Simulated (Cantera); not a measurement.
Equilibrium for hydrogen reduction and annealing atmospheres: Nb₂O₅ + H₂

A closed system holds: 1 mol Nb₂O₅, 25 mol H₂, held at 1330 Pa.

Method: chemical equilibrium by Gibbs-energy minimisation in Cantera with the NASA 1993 tables (ideal gas, pure condensed phases). Candidate condensed phases: H₂O, Nb, NbO, NbO₂, Nb₂O₅; 12 gas species. Mutual solubility and eutectic melting of coexisting phases are not modelled. Condensed phases not in the tables: the oxides between NbO₂ and Nb₂O₅. The numbers say what is thermodynamically allowed, not how fast it happens.

From 527 °C to 1027 °C the condensed part is NbO₂(s) + Nb₂O₅(s). At 1077 °C the condensed part is NbO₂(s).

```csv
T (°C),x H₂,x H₂O,x H,x OH,n NbO₂(s),n Nb₂O₅(s)
527,0.999,0.000816,2.51e-11,<1e-12,0.0408,0.980
577,0.999,0.00142,1.77e-10,<1e-12,0.0710,0.965
627,0.998,0.00232,1.01e-9,<1e-12,0.116,0.942
677,0.996,0.00362,4.81e-9,<1e-12,0.181,0.910
727,0.995,0.00539,1.96e-8,<1e-12,0.270,0.865
777,0.992,0.00776,7.00e-8,1.75e-12,0.388,0.806
827,0.989,0.0109,2.23e-7,1.10e-11,0.546,0.727
877,0.985,0.0153,6.41e-7,6.03e-11,0.767,0.617
927,0.979,0.0210,1.69e-6,2.90e-10,1.05,0.475
977,0.972,0.0280,4.13e-6,1.23e-9,1.40,0.299
1027,0.963,0.0365,9.40e-6,4.66e-9,1.83,0.0864
1077,0.960,0.0400,2.02e-5,1.37e-8,2.00,0
```
x: gas mole fraction; n: condensed amount in mol.
